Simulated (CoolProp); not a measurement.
Model: reference Helmholtz-energy equation of state, Penoncello 2003, in CoolProp.

### Question
For CHF3 (R23), give the phase and the Prandtl number, fugacity coefficient at 129.7 K and 317 kPa; 193.8 K and 317 kPa.

### Answer
- 129.7 K and 317 kPa: liquid; Prandtl number 6.77, fugacity coefficient 0.00119
- 193.8 K and 317 kPa: liquid; Prandtl number 2.74, fugacity coefficient 0.358

Viscosity comes from a separate model (Shan 2000). Thermal conductivity comes from a separate model (Shan 2000).
